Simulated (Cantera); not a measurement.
An adiabatic, constant-pressure homogeneous reactor starts with CO : H2 : O2 : N2 = 1 : 0.11 : 0.505 : 1.9 (molar parts), at 1200 K and 360000 Pa. Integrator tolerance rtol = 1e-08.

Model: GRI-Mech 3.0 (53 species, 325 reactions), integrated in Cantera. The hydrogen kinetics of GRI-Mech 3.0 are dated; newer H2 mechanisms differ, most at raised pressure.

### Question
What does this change do: initial temperature 1200 to 1100 K?

### Answer
```
quantity                                                            before                                    after
---------------------------------  ---------------------------------------  ---------------------------------------
time of steepest temperature rise                                  37.7 µs                                 0.140 ms
temperature at 0.100 s                                              2784 K                                   2751 K
equilibrium temperature                                             2784 K                                   2751 K
x(CO) at 0.100 s                       0.101 (gas-phase equilibrium 0.101)    0.0946 (gas-phase equilibrium 0.0946)
x(H2) at 0.100 s                   0.00191 (gas-phase equilibrium 0.00191)  0.00180 (gas-phase equilibrium 0.00180)
x(O2) at 0.100 s                     0.0263 (gas-phase equilibrium 0.0263)    0.0240 (gas-phase equilibrium 0.0240)
x(H2O2) at 0.100 s                 1.07e-7 (gas-phase equilibrium 1.07e-7)  9.90e-8 (gas-phase equilibrium 9.90e-8)
x(NO) at 0.100 s                     0.0111 (gas-phase equilibrium 0.0111)    0.0102 (gas-phase equilibrium 0.0102)
x(N2O) at 0.100 s                  1.03e-6 (gas-phase equilibrium 1.03e-6)  9.44e-7 (gas-phase equilibrium 9.44e-7)
x(O) at 0.100 s                    0.00438 (gas-phase equilibrium 0.00438)  0.00366 (gas-phase equilibrium 0.00366)
```

### Question
What does this change do: pressure from 360000 Pa to 101000 Pa?

### Answer
| quantity | before | after |
|---|---|---|
| time of steepest temperature rise | 37.7 µs | 94.4 µs |
| temperature at 0.100 s | 2784 K | 2693 K |
| equilibrium temperature | 2784 K | 2693 K |
| x(CO) at 0.100 s | 0.101 (gas-phase equilibrium 0.101) | 0.111 (gas-phase equilibrium 0.111) |
| x(H2) at 0.100 s | 0.00191 (gas-phase equilibrium 0.00191) | 0.00219 (gas-phase equilibrium 0.00219) |
| x(O2) at 0.100 s | 0.0263 (gas-phase equilibrium 0.0263) | 0.0310 (gas-phase equilibrium 0.0310) |
| x(H2O2) at 0.100 s | 1.07e-7 (gas-phase equilibrium 1.07e-7) | 5.00e-8 (gas-phase equilibrium 5.00e-8) |
| x(NO) at 0.100 s | 0.0111 (gas-phase equilibrium 0.0111) | 0.0106 (gas-phase equilibrium 0.0106) |
| x(N2O) at 0.100 s | 1.03e-6 (gas-phase equilibrium 1.03e-6) | 5.16e-7 (gas-phase equilibrium 5.16e-7) |
| x(O) at 0.100 s | 0.00438 (gas-phase equilibrium 0.00438) | 0.00617 (gas-phase equilibrium 0.00617) |

### Question
What does this change do: O2 0.505 to 0.2 parts?

### Answer
```
quantity                                                            before                                      after
---------------------------------  ---------------------------------------  -----------------------------------------
time of steepest temperature rise                                  37.7 µs                                    55.3 µs
temperature at 0.100 s                                              2784 K                                     2157 K
equilibrium temperature                                             2784 K                                     2157 K
x(CO) at 0.100 s                       0.101 (gas-phase equilibrium 0.101)        0.225 (gas-phase equilibrium 0.225)
x(H2) at 0.100 s                   0.00191 (gas-phase equilibrium 0.00191)      0.0106 (gas-phase equilibrium 0.0106)
x(O2) at 0.100 s                     0.0263 (gas-phase equilibrium 0.0263)    1.26e-6 (gas-phase equilibrium 1.26e-6)
x(H2O2) at 0.100 s                 1.07e-7 (gas-phase equilibrium 1.07e-7)  1.65e-10 (gas-phase equilibrium 1.65e-10)
x(NO) at 0.100 s                     0.0111 (gas-phase equilibrium 0.0111)    3.87e-5 (gas-phase equilibrium 2.51e-5)
x(N2O) at 0.100 s                  1.03e-6 (gas-phase equilibrium 1.03e-6)    2.68e-9 (gas-phase equilibrium 2.38e-9)
x(O) at 0.100 s                    0.00438 (gas-phase equilibrium 0.00438)    1.22e-6 (gas-phase equilibrium 1.22e-6)
```
